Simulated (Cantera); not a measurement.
**Ammonia decomposition in nitride growth gas**

A perfectly stirred reactor is fed with NH3 : N2 = 1 : 22 (molar parts), at 750 Torr; it is held at 2325 K, and followed from long to short residence time.

Detailed kinetics in Cantera: the gas-phase N/H chemistry of the illustrative SiF4/NH3 mechanism in the Surface Chemkin manual (1991). Walls and surfaces, which speed up NH3 decomposition in real reactors, are not modelled.

```csv
τ (s),x NH3,x N,x N2H4,x NH2,x N2,x H,x NH
18,6.66e-6,1.72e-6,<1e-12,9.41e-7,0.936,0.00271,8.86e-7
3.8,1.55e-5,3.62e-6,<1e-12,2.12e-6,0.936,0.00264,1.93e-6
0.82,4.50e-5,6.69e-6,1.36e-12,5.29e-6,0.936,0.00228,4.13e-6
0.18,0.000309,7.25e-6,1.90e-11,1.98e-5,0.937,0.00125,8.27e-6
0.038,0.00217,6.66e-6,2.54e-10,7.23e-5,0.938,0.000624,1.50e-5
0.0081,0.00904,6.81e-6,1.96e-9,0.000201,0.941,0.000349,2.49e-5
0.0017,0.0241,5.62e-6,9.36e-9,0.000439,0.948,0.000164,3.26e-5
```
x: mole fraction; the columns are a selection and need not sum to one.
